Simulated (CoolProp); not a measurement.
Vapour-liquid equilibrium of hydrogen sulfide (1) + n-heptane (2) at 44.15 °C; x and y are mole fractions of (1).

Model: multi-fluid Helmholtz-energy mixture model, Lemmon 2006 and Span 2003; pair parameters Kunz 2012, in CoolProp.

```json
[
 {"x": "0.05", "bubble pressure, mixture model (kPa)": "192.9", "bubble pressure, Raoult's law (kPa)": "170.8", "y, mixture model": "0.923", "y, Raoult's law": "0.918"},
 {"x": "0.15", "bubble pressure, mixture model (kPa)": "560.0", "bubble pressure, Raoult's law (kPa)": "482.9", "y, mixture model": "0.973", "y, Raoult's law": "0.974"},
 {"x": "0.25", "bubble pressure, mixture model (kPa)": "910.3", "bubble pressure, Raoult's law (kPa)": "795.0", "y, mixture model": "0.983", "y, Raoult's law": "0.986"},
 {"x": "0.35", "bubble pressure, mixture model (kPa)": "1228", "bubble pressure, Raoult's law (kPa)": "1107", "y, mixture model": "0.988", "y, Raoult's law": "0.991"},
 {"x": "0.45", "bubble pressure, mixture model (kPa)": "1515", "bubble pressure, Raoult's law (kPa)": "1419", "y, mixture model": "0.990", "y, Raoult's law": "0.994"},
 {"x": "0.55", "bubble pressure, mixture model (kPa)": "1784", "bubble pressure, Raoult's law (kPa)": "1731", "y, mixture model": "0.992", "y, Raoult's law": "0.996"},
 {"x": "0.65", "bubble pressure, mixture model (kPa)": "2049", "bubble pressure, Raoult's law (kPa)": "2043", "y, mixture model": "0.994", "y, Raoult's law": "0.997"},
 {"x": "0.75", "bubble pressure, mixture model (kPa)": "2321", "bubble pressure, Raoult's law (kPa)": "2356", "y, mixture model": "0.995", "y, Raoult's law": "0.998"},
 {"x": "0.85", "bubble pressure, mixture model (kPa)": "2611", "bubble pressure, Raoult's law (kPa)": "2668", "y, mixture model": "0.997", "y, Raoult's law": "0.999"},
 {"x": "0.95", "bubble pressure, mixture model (kPa)": "2938", "bubble pressure, Raoult's law (kPa)": "2980", "y, mixture model": "0.999", "y, Raoult's law": "1.000"}
]
```

The largest gap from Raoult's law is +16.0 % in bubble pressure, at x = 0.15. No azeotrope shows between x = 0.05 and 0.95.

Pair parameters are fitted to limited data, so mixtures are less certain than the pure fluids. The gap from Raoult's law changes sign with composition, which may be real or a fault of the pair parameters; it wasn't checked against measurements.
